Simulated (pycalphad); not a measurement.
Computed with pycalphad from the COST 507 light-alloy database (1999), at 1 atm. The database dates from 1999; later assessments differ in places, in temperatures and in the compounds included. The system is extrapolated from its subsystems; higher-order compounds may be missing. Amounts are mole fractions of atoms.

Problem. Give the equilibrium state of Al-0.64Si-0.9Sn (at.%) at 725 K.

Solution. 
```
T = 725.00 K, P = 101325 Pa, N = 1 mol of atoms
G = -26333 J/mol, H = 11915 J/mol, S = 52.76 J/(mol K)  (SER reference)
chemical potentials (J/mol): Al -26193, Si -18450, Sn -47299
phase             fraction      x(Al)      x(Si)      x(Sn)
FCC_A1              0.9883     0.9944     0.0047   0.000895
LIQUID              0.0099     0.1804    0.00047     0.8191
DIAMOND_A4          0.0018    5.7e-08     1.0000   3.36e-07
```

Problem. Give the equilibrium state of Al-0.64Si-0.9Sn (at.%) at 500 K.

Solution. FCC_A1, fraction 0.985, with 0.01 Si, <0.01 Sn at.%; BCT_A5, fraction 0.009, with no Si, 99.02 Sn at.%; DIAMOND_A4, fraction 0.006, with >99.99 Si, <0.01 Sn at.%.

FCC_A1 is fcc; DIAMOND_A4 is diamond (Si); BCT_A5 is bct (Sn). An entry "none" or "no" means that the model of the phase leaves that element out.
